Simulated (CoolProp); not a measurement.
Saturated liquid density (kg/m³) of R13: the reference equation beside estimates from Tc = 29.9 °C, pc = 3973 kPa, ω = 0.175. Rackett uses Z = 0.29056 − 0.08775 ω.

Values from CoolProp's reference Helmholtz-energy equation of state, Platzer 1990. This equation is an older, rougher fit; its heat capacities, sound speeds and derivatives of the liquid may be far off and weren't checked against measurements.

```tsv
T (°C)	reference	Rackett	van der Waals	Redlich-Kwong	Peng-Robinson
-79.05	1511	1568	986.4	1444	1666
-73.05	1488	1544	971.5	1418	1640
-67.05	1464	1519	956.2	1391	1612
-61.05	1439	1494	940.3	1363	1583
-55.05	1414	1468	923.7	1334	1551
-49.05	1388	1441	906.5	1303	1519
-43.05	1361	1413	888.6	1271	1484
-37.05	1333	1383	869.8	1237	1447
-31.05	1304	1353	850.1	1202	1407
-25.05	1273	1321	829.3	1164	1365
```

Absolute difference from the reference over all 10 rows, mean and median: Rackett 3.8 and 3.8 %, van der Waals 34.7 and 34.7 %, Redlich-Kwong 6.1 and 5.9 %, Peng-Robinson 9.2 and 9.6 %.
